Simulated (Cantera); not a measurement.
Charge: 1 mol PbO, 0.037 mol CO, 0.17 mol N2, at 1325 K and 6.70 bar.

Method: chemical equilibrium by Gibbs-energy minimisation in Cantera with the NASA 1993 tables (ideal gas, pure condensed phases). Candidate condensed phases: C, Pb, PbO, PbO2, Pb3O4; 27 gas species. Each liquid is taken as pure. Mutual solubility and eutectic melting of coexisting phases are not modelled. Gases not in the tables: (PbO)n polymers. Kinetics and transport are ignored.

Base state: N2 0.821, CO2 0.178, Pb 0.000538, CO 0.000180, PbO 0.000103 (mole fractions); condensed: Pb(l) + PbO(l).

What changes in the equilibrium state with this change: pressure from 6.70 bar to 0.00850 bar?


| species | before | after |
|---|---|---|
| N2 | 0.821 | 0.640 |
| Pb | 0.000538 | 0.139 |
| CO2 | 0.178 | 0.139 |
| PbO | 0.000103 | 0.0812 |
| O2 | 9.21e-9 | 6.72e-5 |
| CO | 0.000180 | 4.61e-5 |
| Pb(l), mol | 0.0369 | 0 |
| PbO(l), mol | 0.963 | 0.941 |
